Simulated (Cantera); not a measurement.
A closed system holds: 1 mol Mg(OH)2, 2.6 mol H2O, equilibrated at 91.0 mbar.

These are equilibrium values from Cantera (NASA tables, ideal gas, pure condensed phases), not measurements of a reactor. Candidate condensed phases: H2O, Mg, MgO, Mg(OH)2; 15 gas species. Equilibrium is a limit: real reactors are often held back by kinetics, nucleation or transport.

At 1277 °C, list the 4 most abundant gas species with their mole fractions, and the condensed phases.

H2O 0.999, H2 0.000682, O2 0.000308, OH 0.000134. Condensed: MgO(s).
